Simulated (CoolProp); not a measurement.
R236EA at 401.96 K and 4.6 MPa flows at 13 m/s in a round tube of 1 mm bore and 15 µm roughness, fully developed (64/Re and Nu = 3.66 if laminar; Colebrook and Gnielinski if turbulent). Each further row changes one setting.

Model: reference Helmholtz-energy equation of state, Rui 2013, in CoolProp.

```csv
case,Reynolds number,Darcy friction factor,pressure drop (Pa/m),heat-transfer coefficient (W/(m² K)),mass flow (kg/h)
as stated,125000,0.0441,3750000,54000,37.1
velocity 26 m/s,250000,0.0439,1.50e7,108000,74.1
diameter 2 mm,250000,0.0348,1480000,45600,148
```

Viscosity comes from a separate model (Huber 2003), an estimate that may be off by 10 % or more. Thermal conductivity comes from a separate model (Huber 2003), an estimate that may be off by 10 % or more.
